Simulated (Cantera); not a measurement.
# Gas-phase reforming

An isothermal, constant-pressure homogeneous reactor starts with CH4 : CO2 = 1 : 2.3 (molar parts), at 1398 K and 2.20 bar.

Model: GRI-Mech 3.0 (53 species, 325 reactions), integrated in Cantera.

| t (s) | x CH4 | x CO2 | x CH2O | x C2H4 | x OH | x H | x O |
|---|---|---|---|---|---|---|---|
| 8.00e-5 | 0.303 | 0.697 | 1.23e-10 | 3.44e-9 | 3.00e-11 | 3.18e-9 | <1e-12 |
| 0.000229 | 0.303 | 0.697 | 2.32e-9 | 6.98e-8 | 3.14e-11 | 3.33e-9 | <1e-12 |
| 0.000658 | 0.303 | 0.697 | 2.29e-8 | 7.44e-7 | 3.42e-11 | 3.62e-9 | <1e-12 |
| 0.00188 | 0.303 | 0.697 | 1.02e-7 | 3.96e-6 | 3.72e-11 | 3.93e-9 | <1e-12 |
| 0.00540 | 0.303 | 0.697 | 3.41e-7 | 2.05e-5 | 4.72e-11 | 4.96e-9 | <1e-12 |
| 0.0155 | 0.302 | 0.697 | 8.96e-7 | 0.000131 | 8.70e-11 | 9.04e-9 | <1e-12 |
| 0.0444 | 0.299 | 0.696 | 1.38e-6 | 0.000793 | 2.54e-10 | 2.56e-8 | <1e-12 |
| 0.127 | 0.291 | 0.692 | 1.38e-6 | 0.00245 | 8.29e-10 | 7.60e-8 | <1e-12 |
| 0.365 | 0.271 | 0.675 | 1.16e-6 | 0.00325 | 2.47e-9 | 1.80e-7 | <1e-12 |
| 1.05 | 0.225 | 0.621 | 1.12e-6 | 0.00421 | 7.10e-9 | 3.10e-7 | <1e-12 |
| 3.00 | 0.143 | 0.488 | 1.85e-6 | 0.00671 | 2.03e-8 | 4.21e-7 | <1e-12 |
x: mole fraction; the columns are a selection and need not sum to one.

Equilibrium at this temperature and pressure: CH4 4.87e-6, CO2 0.118, CH2O 1.26e-7, C2H4 1.90e-11, OH 1.61e-8, H 1.61e-6, O <1e-12 (gas phase only).
